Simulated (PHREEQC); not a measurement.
Solution (75 °C): 0.0044 mol PbCl2 and 0.0018 mol NaCl per kg of water. Closed to the air; pH follows from the charge balance.

All values are PHREEQC results (ion-association model, phreeqc.dat), not measurements.

Precipitation was switched off in this run.

**Question.** What pH, ionic strength does the model give?

**Answer.** pH 5.22; ionic strength 0.0116 mol/kgw.

**Question.** In which forms is Pb present?

**Answer.** Pb+2 61 %, PbCl+ 38 % of the Pb.

The solution is supersaturated, for example in Pb(OH)2, so a real one may precipitate; this is no full list. Complexes and solids missing from the database can't appear. Constants without temperature data keep their 25 °C values here.
